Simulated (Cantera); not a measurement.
Source: NASA polynomial tables (part measured, part estimated), evaluated in Cantera. Values are per mole of reaction as written; species without (g) are pure solids or liquids, kept so even where they would boil at 1 bar.

AlN → Al + N(g)

```json
[
 {"T (K)": "300", "ΔH° (kJ)": "790.7", "ΔS° (J/K)": "161.5", "ΔG° (kJ)": "742.2", "log10 K": "-129.23", "condensed phases": "AlN(s), Al(s)"},
 {"T (K)": "1050", "ΔH° (kJ)": "…", "ΔS° (J/K)": "…", "ΔG° (kJ)": "…", "log10 K": "…", "condensed phases": "AlN(s), Al(l)"},
 {"T (K)": "1150", "ΔH° (kJ)": "806.6", "ΔS° (J/K)": "182.6", "ΔG° (kJ)": "596.6", "log10 K": "-27.10", "condensed phases": "AlN(s), Al(l)"},
 {"T (K)": "1250", "ΔH° (kJ)": "806.9", "ΔS° (J/K)": "182.8", "ΔG° (kJ)": "578.4", "log10 K": "-24.17", "condensed phases": "AlN(s), Al(l)"},
 {"T (K)": "1350", "ΔH° (kJ)": "807.1", "ΔS° (J/K)": "183.0", "ΔG° (kJ)": "560.1", "log10 K": "-21.67", "condensed phases": "AlN(s), Al(l)"},
 {"T (K)": "1450", "ΔH° (kJ)": "807.4", "ΔS° (J/K)": "183.2", "ΔG° (kJ)": "541.8", "log10 K": "-19.52", "condensed phases": "AlN(s), Al(l)"},
 {"T (K)": "1550", "ΔH° (kJ)": "…", "ΔS° (J/K)": "…", "ΔG° (kJ)": "…", "log10 K": "…", "condensed phases": "AlN(s), Al(l)"},
 {"T (K)": "1650", "ΔH° (kJ)": "807.8", "ΔS° (J/K)": "183.4", "ΔG° (kJ)": "505.1", "log10 K": "-15.99", "condensed phases": "AlN(s), Al(l)"},
 {"T (K)": "1750", "ΔH° (kJ)": "807.9", "ΔS° (J/K)": "183.5", "ΔG° (kJ)": "486.7", "log10 K": "-14.53", "condensed phases": "AlN(s), Al(l)"},
 {"T (K)": "1850", "ΔH° (kJ)": "808.1", "ΔS° (J/K)": "183.6", "ΔG° (kJ)": "468.4", "log10 K": "-13.22", "condensed phases": "AlN(s), Al(l)"},
 {"T (K)": "1950", "ΔH° (kJ)": "808.2", "ΔS° (J/K)": "183.7", "ΔG° (kJ)": "450.0", "log10 K": "-12.05", "condensed phases": "AlN(s), Al(l)"},
 {"T (K)": "2050", "ΔH° (kJ)": "…", "ΔS° (J/K)": "…", "ΔG° (kJ)": "…", "log10 K": "…", "condensed phases": "AlN(s), Al(l)"}
]
```

Problem. Fill in the missing entries.

Solution. 
- 1050, ΔH° (kJ): 806.2
- 1050, ΔS° (J/K): 182.3
- 1050, ΔG° (kJ): 614.9
- 1050, log10 K: -30.59
- 1550, ΔH° (kJ): 807.6
- 1550, ΔS° (J/K): 183.3
- 1550, ΔG° (kJ): 523.4
- 1550, log10 K: -17.64
- 2050, ΔH° (kJ): 808.3
- 2050, ΔS° (J/K): 183.7
- 2050, ΔG° (kJ): 431.6
- 2050, log10 K: -11.00
